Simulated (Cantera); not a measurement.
A perfectly stirred reactor is fed with CH4 : CO : O2 : N2 = 1 : 1.2 : 1.73 : 16.3 (molar parts), at 101000 Pa; it is adiabatic with a 600 K inlet, and is followed from long to short residence time, starting on the burning branch (τ in s: 0.076, 0.021, 0.006, 0.0017, 0.00048, 0.00014, 3.8e-05, 1.1e-05, 3.1e-06).

Cantera simulation using GRI-Mech 3.0 (53 species, 325 reactions); the numbers are that mechanism's predictions, not measurements.

Problem. What does this change do: 2 parts CO2 added?

Solution. 
```csv
quantity,before,after
"blow-out, bracketed by the residence times tried","burning at 21.0 ms, out at 6.00 ms","burning at 76.0 ms, out at 21.0 ms"
x(CH4) at τ = 76.0 ms,0.00220,0.00286
x(CO) at τ = 76.0 ms,0.0556,0.0609
x(O2) at τ = 76.0 ms,0.00226,0.00599
x(C2H) at τ = 76.0 ms,5.93e-9,5.03e-10
x(H) at τ = 76.0 ms,6.99e-5,3.15e-5
x(CH4) at τ = 0.480 ms,0.0494,0.0450
x(CO) at τ = 0.480 ms,0.0593,0.0540
x(O2) at τ = 0.480 ms,0.0855,0.0778
x(C2H) at τ = 0.480 ms,<1e-12,<1e-12
x(H) at τ = 0.480 ms,<1e-12,<1e-12
```

Problem. What does this change do: O2 1.73 to 2.5 parts?

Solution. 
| quantity | before | after |
|---|---|---|
| blow-out, bracketed by the residence times tried | burning at 21.0 ms, out at 6.00 ms | burning at 0.480 ms, out at 0.140 ms |
| x(CH4) at τ = 76.0 ms | 0.00220 | 5.54e-6 |
| x(CO) at τ = 76.0 ms | 0.0556 | 0.0140 |
| x(O2) at τ = 76.0 ms | 0.00226 | 0.00323 |
| x(C2H) at τ = 76.0 ms | 5.93e-9 | 5.98e-12 |
| x(H) at τ = 76.0 ms | 6.99e-5 | 0.000590 |
| x(CH4) at τ = 0.480 ms | 0.0494 | 0.000227 |
| x(CO) at τ = 0.480 ms | 0.0593 | 0.0346 |
| x(O2) at τ = 0.480 ms | 0.0855 | 0.0165 |
| x(C2H) at τ = 0.480 ms | <1e-12 | 3.40e-10 |
| x(H) at τ = 0.480 ms | <1e-12 | 0.00675 |
